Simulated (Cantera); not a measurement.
Cantera with NASA thermochemical tables; ideal gases at 1 bar, condensed phases pure. Values are per mole of reaction as written; species without (g) are pure solids or liquids, kept so even where they would boil at 1 bar.

6 OH(g) + 6 Sr + N2(g) = 6 SrO + 2 NH3(g)

| T (K) | ΔH° (kJ) | ΔS° (J/K) | ΔG° (kJ) | log10 K | condensed phases |
|---|---|---|---|---|---|
| 473 | -3881.8 | -910.0 | -3451.4 | 381.14 | Sr(s), SrO(s) |
| 623 | [?] | [?] | [?] | [?] | Sr(s), SrO(s) |
| 773 | -3875.7 | -900.5 | -3179.6 | 214.85 | Sr(s), SrO(s) |
| 923 | [?] | [?] | [?] | [?] | Sr(s), SrO(s) |
| 1073 | -3916.7 | -939.7 | -2908.5 | 141.58 | Sr(l), SrO(s) |
| 1223 | -3914.0 | -937.3 | -2767.7 | 118.21 | Sr(l), SrO(s) |
| 1373 | [?] | [?] | [?] | [?] | Sr(l), SrO(s) |
| 1523 | -3905.1 | -930.8 | -2487.4 | 85.31 | Sr(l), SrO(s) |
| 1673 | [?] | [?] | [?] | [?] | Sr(l), SrO(s) |
| 1823 | -3892.0 | -923.0 | -2209.3 | 63.30 | Sr(l), SrO(s) |

Complete the blanks.


- 623, ΔH° (kJ): -3879.7
- 623, ΔS° (J/K): -906.3
- 623, ΔG° (kJ): -3315.1
- 623, log10 K: 277.94
- 923, ΔH° (kJ): -3874.8
- 923, ΔS° (J/K): -899.7
- 923, ΔG° (kJ): -3044.4
- 923, log10 K: 172.28
- 1373, ΔH° (kJ): -3910.1
- 1373, ΔS° (J/K): -934.3
- 1373, ΔG° (kJ): -2627.3
- 1373, log10 K: 99.95
- 1673, ΔH° (kJ): -3899.0
- 1673, ΔS° (J/K): -927.1
- 1673, ΔG° (kJ): -2348.1
- 1673, log10 K: 73.31
